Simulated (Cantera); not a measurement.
Feed: 1 mol MgO, 4.8 mol CH₄, 2.6 mol CO, equilibrated at 2102 °C.

Equilibrium computed with Cantera from the NASA thermochemical tables; the gas is ideal and each condensed phase is pure. Candidate condensed phases: C, C₆H₆, C₇H₈, C₈H₁₈, H₂O, Mg, MgCO₃, MgO, Mg(OH)₂; 116 gas species. The tables' values for MgH are old estimates; treat these amounts as uncertain. Equilibrium is a limit: real reactors are often held back by kinetics, nucleation or transport.

Problem. At 2.80 bar, list the 5 most abundant gas species with their mole fractions, and the condensed phases.

Solution. H₂ 0.665, CO 0.253, Mg 0.0685, H 0.00688, C₂H₂ (acetylene) 0.00413. Condensed: C(graphite).
